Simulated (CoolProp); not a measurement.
A single-stage vapour-compression cycle with water: evaporating at 329.15 K (dew point), condensing at 397.15 K (bubble point), superheat 10 K, subcooling 8 K, compressor efficiency 0.75, no pressure losses. Each further row changes one setting.

Model: reference Helmholtz-energy equation of state, Wagner 2002, in CoolProp.

| case | cooling COP | pressure ratio | discharge temperature (K) | refrigerating effect (kJ/kg) | volumetric capacity (kJ/m³) |
|---|---|---|---|---|---|
| as stated | 2.83 | 13.6 | 720.7 | 2130 | 226 |
| evaporating temperature 334.15 K | 3.17 | ? | ? | 2140 | 283 |
| condensing temperature 392.15 K | 3.10 | 11.6 | 692.1 | 2160 | 229 |
| subcooling 13 K | 2.86 | 13.6 | 720.7 | 2160 | 229 |
| superheat 20 K | ? | 13.6 | 740.3 | ? | ? |
| compressor efficiency 0.65 | ? | 13.6 | 775.4 | 2130 | 226 |

Q: Fill in the missing entries.

A: 
- evaporating temperature 334.15 K, pressure ratio: 10.8
- evaporating temperature 334.15 K, discharge temperature (K): 687.2
- superheat 20 K, cooling COP: 2.77
- superheat 20 K, refrigerating effect (kJ/kg): 2150
- superheat 20 K, volumetric capacity (kJ/m³): 222
- compressor efficiency 0.65, cooling COP: 2.45
